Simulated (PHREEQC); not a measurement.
2.9 g of hydrous ferric oxide (600 m²/g; 0.2 weak and 0.005 strong sites per Fe, Dzombak-Morel constants, diffuse double layer) in 1 kg of water with 0.1 mol/kgw of an inert sodium salt and 0.0016 mol/kgw ZnSO4, at 25 °C; the pH is set by adding NaOH or the inert anion's acid. Oxygen alone is held at its pressure in air (log pO2 = -0.68). The system is closed to CO2. Nothing may precipitate in this run.

Computed with PHREEQC (ion-association model, wateq4f.dat).

```
pH    S sorbed (%)  Zn sorbed (%)  surface charge σ (C/m²)  surface potential ψ (mV)
----  ------------  -------------  -----------------------  ------------------------
4             97.4            0.3                    0.178                       115
4.38          96.4            1.5                    0.162                       111
4.75          94.5            4.8                    0.142                       104
5.12          90.5            9.4                    0.119                        95
5.5           83.1           15.7                    0.097                        86
5.88          72.1           32.4                    0.080                        77
6.25          60.2           60.7                    0.067                        69
6.62          48.2           83.8                    0.058                        62
7             35.4           94.7                    0.049                        55
7.38          22.4           98.4                    0.039                        47
7.75          11.3           99.5                    0.030                        37
8.12           4.1           99.9                    0.018                        24
8.5            1.1          100.0                    0.005                         7
8.88           0.3          100.0                   -0.008                       -10
9.25           0.1          100.0                   -0.021                       -28
9.62           0.0          100.0                   -0.037                       -44
10             0.0          100.0                   -0.056                       -60
```
